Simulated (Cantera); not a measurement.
Charge: 1 mol MgO, 1.2 mol C, 0.4 mol H2, 1.6 mol CH4, held at 0.660 bar.

These are equilibrium values from Cantera (NASA tables, ideal gas, pure condensed phases), not measurements of a reactor. Candidate condensed phases: C, C6H6, C7H8, C8H18, H2O, Mg, MgCO3, MgO, Mg(OH)2; 116 gas species. The tables' values for MgH are old estimates; treat these amounts as uncertain. The numbers say what is thermodynamically allowed, not how fast it happens. All values below are at 2250 K.

Base state: H2 0.634, CO 0.178, Mg 0.176, H 0.00728, C2H2 (acetylene) 0.00212, MgH 0.00203, CH4 6.28e-5, CH3 1.37e-5 (mole fractions); condensed: C(graphite).

Q: What changes in the equilibrium state with this change: MgO replaced by Cu2O?

A: 
```tsv
species	before	after
H2	0.634	0.733
CO	0.178	0.205
Cu	0	0.0510
Mg	0.176	0
MgH	0.00203	0
Cu2	0	0.000444
CH4	6.28e-5	8.39e-5
CH3	1.37e-5	1.70e-5
C(graphite), mol	1.78	1.78
Cu(l), mol	0	1.75
```
Further candidate phases: Cu, CuO, Cu(OH)2, Cu2O.
